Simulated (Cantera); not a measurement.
An isothermal, constant-pressure homogeneous reactor starts with 0.770 % H₂, 79.4 % O₂, 19.8 % N₂, equivalence ratio 0.0049, at 1350 K and 0.00217 atm.

Cantera simulation using the H2/O2 subset of GRI-Mech 3.0, which has no nitrogen chemistry; the numbers are that mechanism's predictions, not measurements. Radical loss at walls, strong at low pressure, is not modelled.

Task: Predict: x(H₂) at 2.00 s; x(O₂) at 2.00 s; x(H₂O₂) at 2.00 s; x(H) at 2.00 s; x(H₂O) at 2.00 s; x(HO₂) at 2.00 s.

Result: 
```json
{
  "x(H₂) at 2.00 s": "2.68e-5 (gas-phase equilibrium 3.79e-8)",
  "x(O₂) at 2.00 s": "0.787 (gas-phase equilibrium 0.793)",
  "x(H₂O₂) at 2.00 s": "1.53e-9 (gas-phase equilibrium 2.56e-11)",
  "x(H) at 2.00 s": "0.000200 (gas-phase equilibrium 9.96e-9)",
  "x(H₂O) at 2.00 s": "0.00714 (gas-phase equilibrium 0.00771)",
  "x(HO₂) at 2.00 s": "6.13e-8 (gas-phase equilibrium 9.63e-9)"
}
```
